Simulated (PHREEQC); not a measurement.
A solution holds 0.0023 mol HF, 0.17 mol NH4F and 3.9e-05 mol H2SiF6 per kg of water, at 25 °C. Closed to the air; pH follows from the charge balance.

Equilibrium calculation in PHREEQC: ion-association model, wateq4f.dat.

```
Quantity                   Value
-----------------  -------------
pH                          5.09
ionic strength     0.170 mol/kgw
activity of water          0.994
total alkalinity    -2.53 meq/kg
```

```json
[
 {"species": "NH4+", "molality": "0.170", "activity": "0.128", "log γ": "-0.123"},
 {"species": "F-", "molality": "0.169", "activity": "0.122", "log γ": "-0.143"},
 {"species": "HF", "molality": "0.00141", "activity": "0.00147", "log γ": "0.017"},
 {"species": "HF2-", "molality": "0.000953", "activity": "0.000686", "log γ": "-0.143"},
 {"species": "SiF6-2", "molality": "3.90e-5", "activity": "1.23e-5", "log γ": "-0.502"},
 {"species": "H+", "molality": "1.00e-5", "activity": "8.06e-6", "log γ": "-0.095"},
 {"species": "NH3", "molality": "9.06e-6", "activity": "9.06e-6", "log γ": "0.000"},
 {"species": "H2F2", "molality": "5.41e-6", "activity": "5.63e-6", "log γ": "0.017"},
 {"species": "OH-", "molality": "1.72e-9", "activity": "1.24e-9", "log γ": "-0.143"}
]
```

Precipitation was switched off in this run. Complexes and solids missing from the database can't appear. SiF6-2 is the database's only silicon fluoride.
